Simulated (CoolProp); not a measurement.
Computed with CoolProp (reference Helmholtz-energy equation of state, Bücker 2006).

Q: For n-butane, give the phase and the cp (kJ/(kg K)), isothermal compressibility (1/MPa), expansivity (1/kK), Prandtl number at 444.7 K and 4610 kPa.

A: 
- 444.7 K and 4610 kPa: supercritical; cp 6.07, isothermal compressibility 0.748, expansivity 31.6, Prandtl number 2.04

Viscosity comes from a separate model (Vogel 1999). Thermal conductivity comes from a separate model (Perkins 2002).
